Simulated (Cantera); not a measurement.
# Premixed flame

A freely propagating, adiabatic, planar premixed flame of CO : H₂ : CH₄ : O₂ : N₂ = 1 : 0.053 : 0.14 : 1.06 : 3.99 (molar parts), equivalence ratio 0.76, unburnt at 325 K and 290000 Pa; mixture-averaged transport, grid criteria slope 0.08 and curve 0.16, no radiation.

Model: GRI-Mech 3.0 (53 species, 325 reactions), integrated in Cantera. Burning velocities carry a grid error of a few per cent, more on coarse grids.

```csv
z (mm),T (K),u (m/s),x CO,x H₂,x CH₄,x O,x C₂H,x CH₃
-0.635,325,0.323,0.160,0.00842,0.0224,<1e-8,<1e-8,<1e-8
-0.423,325,0.323,0.160,0.00824,0.0224,<1e-8,<1e-8,<1e-8
-0.317,328,0.325,0.160,0.00796,0.0224,<1e-8,<1e-8,<1e-8
-0.212,346,0.343,0.160,0.00731,0.0221,<1e-8,<1e-8,<1e-8
-0.106,578,0.572,0.151,0.00592,0.0180,8.81e-7,<1e-8,1.17e-6
-0.0529,957,0.939,0.132,0.00506,0.0108,7.38e-5,<1e-8,6.32e-5
0,1382,1.33,0.102,0.00375,0.00233,0.00146,<1e-8,0.000113
0.0529,1625,1.54,0.0694,0.00222,8.67e-5,0.00424,<1e-8,8.71e-6
0.106,1759,1.65,0.0476,0.00182,1.35e-6,0.00484,<1e-8,1.98e-7
0.212,1904,1.77,0.0290,0.00156,<1e-8,0.00386,<1e-8,<1e-8
0.423,2019,1.86,0.0177,0.00101,<1e-8,0.00220,<1e-8,<1e-8
0.846,2096,1.92,0.00994,0.000545,<1e-8,0.00108,<1e-8,<1e-8
1.69,2139,1.95,0.00519,0.000281,<1e-8,0.000530,<1e-8,<1e-8
```
x: mole fraction of selected species; z is measured from the peak of heat release.

```json
{
 "laminar_burning_velocity": "32.3 cm/s",
 "thermal_thickness": "0.212 mm",
 "peak x(O)": "0.00484",
 "peak x(C₂H)": "<1e-8",
 "peak x(CH₃)": "0.000139",
 "grid_points": "138"
}
```
